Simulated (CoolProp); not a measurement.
Values from CoolProp's reference Helmholtz-energy equation of state, Guder 2009.

For sulfur hexafluoride, give the phase and the cv (kJ/(kg K)), Joule-Thomson coefficient (K/MPa) at 154.65 °C and 512 kPa; 154.65 °C and 3070 kPa.


- 154.65 °C and 512 kPa: gas; cv 0.769, Joule-Thomson coefficient 3.64
- 154.65 °C and 3070 kPa: gas; cv 0.778, Joule-Thomson coefficient 3.79
